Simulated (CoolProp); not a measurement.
Saturation properties of R1123.

Computed with CoolProp (reference Helmholtz-energy equation of state, Akasaka 2020).

```
T (K)  p (kPa)  liquid density (kg/m³)  vapour Z
-----  -------  ----------------------  --------
262.3        ?                       ?    0.8495
267.6        ?                    1147    0.8312
272.8        ?                    1125         ?
278.1     1251                    1101    0.7906
283.3     1445                    1076    0.7680
288.6     1665                    1050    0.7432
293.8     1904                    1022         ?
299.1     2173                   992.0    0.6876
304.4     2469                   959.0         ?
```

Q: Fill in the missing entries.

A: 
- 262.3, p (kPa): 778.7
- 262.3, liquid density (kg/m³): 1169
- 267.6, p (kPa): 918.9
- 272.8, p (kPa): 1074
- 272.8, vapour Z: 0.8119
- 293.8, vapour Z: 0.7169
- 304.4, vapour Z: 0.6554

It boils at 211.9 K under 1 atm.
